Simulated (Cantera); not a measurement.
**Low-pressure radical oxidation in H2/O2**

An isothermal, constant-pressure homogeneous reactor starts with H₂ : O₂ : N₂ : H₂O = 0.014 : 1 : 2 : 0.032 (molar parts), equivalence ratio 0.0070, at 998 K and 0.00280 bar.

Computed with Cantera and the H2/O2 subset of GRI-Mech 3.0, which has no nitrogen chemistry. Radical loss at walls, strong at low pressure, is not modelled.

| t (s) | x H₂ | x O₂ | x H₂O₂ | x HO₂ | x OH |
|---|---|---|---|---|---|
| 2.00e-5 | 0.00460 | 0.328 | <1e-12 | <1e-12 | <1e-12 |
| 4.33e-5 | 0.00460 | 0.328 | <1e-12 | <1e-12 | <1e-12 |
| 9.38e-5 | 0.00460 | 0.328 | <1e-12 | <1e-12 | <1e-12 |
| 0.000203 | 0.00460 | 0.328 | <1e-12 | <1e-12 | <1e-12 |
| 0.000440 | 0.00460 | 0.328 | <1e-12 | 1.29e-12 | <1e-12 |
| 0.000953 | 0.00460 | 0.328 | <1e-12 | 2.79e-12 | <1e-12 |
| 0.00206 | 0.00460 | 0.328 | <1e-12 | 6.04e-12 | 2.20e-12 |
| 0.00447 | 0.00460 | 0.328 | <1e-12 | 1.31e-11 | 7.30e-12 |
| 0.00969 | 0.00460 | 0.328 | <1e-12 | 2.84e-11 | 2.27e-11 |
| 0.0210 | 0.00460 | 0.328 | <1e-12 | 6.20e-11 | 8.85e-11 |
| 0.0454 | 0.00460 | 0.328 | <1e-12 | 1.40e-10 | 8.42e-10 |
| 0.0984 | 0.00460 | 0.328 | <1e-12 | 1.07e-9 | 8.30e-8 |
| 0.213 | 0.00286 | 0.327 | 1.09e-8 | 3.59e-7 | 0.000367 |
| 0.462 | 8.05e-5 | 0.325 | 4.74e-9 | 3.13e-7 | 0.000278 |
| 1.00 | 5.80e-5 | 0.325 | 4.72e-9 | 2.86e-7 | 0.000238 |
x: mole fraction; the columns are a selection and need not sum to one.

Equilibrium at this temperature and pressure: H₂ 4.15e-11, O₂ 0.327, H₂O₂ 1.26e-12, HO₂ 1.12e-10, OH 2.09e-7 (gas phase only).
